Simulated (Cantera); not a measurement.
## NO annealing gas

An isothermal, constant-pressure homogeneous reactor starts with 18.0 % NO, 77.2 % N2, 4.85 % H2O, at 1975 K and 20.0 Torr.

Computed with Cantera and GRI-Mech 3.0 (53 species, 325 reactions). Radical loss at walls, strong at low pressure, is not modelled.

| t (s) | x NO | x O | x NO2 | x N2 | x O2 |
|---|---|---|---|---|---|
| 0.000400 | 0.180 | 1.46e-7 | 7.71e-9 | 0.772 | 2.86e-10 |
| 0.000866 | 0.180 | 1.73e-7 | 4.21e-8 | 0.772 | 1.06e-9 |
| 0.00188 | 0.180 | 2.05e-7 | 2.03e-7 | 0.772 | 4.10e-9 |
| 0.00406 | 0.180 | 3.22e-7 | 8.27e-7 | 0.772 | 2.11e-8 |
| 0.00880 | 0.180 | 8.48e-7 | 2.91e-6 | 0.772 | 2.00e-7 |
| 0.0191 | 0.179 | 4.09e-6 | 9.15e-6 | 0.772 | 4.33e-6 |
| 0.0413 | 0.179 | 1.50e-5 | 1.28e-5 | 0.772 | 9.56e-5 |
| 0.0894 | 0.179 | 2.46e-5 | 7.82e-6 | 0.772 | 0.000406 |
| 0.194 | 0.179 | 6.60e-5 | 5.50e-6 | 0.772 | 0.000932 |
| 0.420 | 0.176 | 0.000157 | 5.18e-6 | 0.773 | 0.00209 |
| 0.909 | 0.170 | 0.000247 | 7.19e-6 | 0.776 | 0.00473 |
| 1.97 | 0.159 | 0.000351 | 1.01e-5 | 0.782 | 0.0102 |
| 4.26 | 0.136 | 0.000501 | 1.25e-5 | 0.793 | 0.0211 |
| 9.23 | 0.0963 | 0.000691 | 1.24e-5 | 0.813 | 0.0409 |
| 20.0 | 0.0452 | 0.000875 | 7.43e-6 | 0.838 | 0.0662 |
x: mole fraction; the columns are a selection and need not sum to one.

Equilibrium at this temperature and pressure: NO 0.00480, O 0.000997, NO2 9.02e-7, N2 0.858, O2 0.0863 (gas phase only).
